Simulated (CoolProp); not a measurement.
A simple Rankine cycle with isobutene: condensing at 322.15 K, boiler at 3.22 MPa, turbine inlet 409.7 K, turbine efficiency 0.8, pump efficiency 0.6, no recuperator. Each further row changes one setting.

Values from CoolProp's reference Helmholtz-energy equation of state, Lemmon 2005. It is a short technical equation, of lower accuracy than the large ones.

| case | thermal efficiency (%) | net work (kJ/kg) | heat in (kJ/kg) | turbine exit temperature (K) | volume ratio over the turbine |
|---|---|---|---|---|---|
| as stated | 11.4 | 47.1 | 412 | 340.0 | 7.10 |
| turbine inlet 429.7 K | (withheld) | 56.0 | 476 | 368.3 | 6.29 |
| condensing temperature 314.15 K | 12.6 | 54.2 | 432 | (withheld) | (withheld) |
| boiler pressure 2.25 MPa | (withheld) | 45.6 | 457 | 364.3 | 4.12 |
| turbine efficiency 0.7 | (withheld) | 40.3 | 412 | 343.6 | 7.21 |

**Question.** Fill in the missing entries.

**Answer.** 
- turbine inlet 429.7 K, thermal efficiency (%): 11.8
- condensing temperature 314.15 K, turbine exit temperature (K): 334.0
- condensing temperature 314.15 K, volume ratio over the turbine: 8.77
- boiler pressure 2.25 MPa, thermal efficiency (%): 10.0
- turbine efficiency 0.7, thermal efficiency (%): 9.8
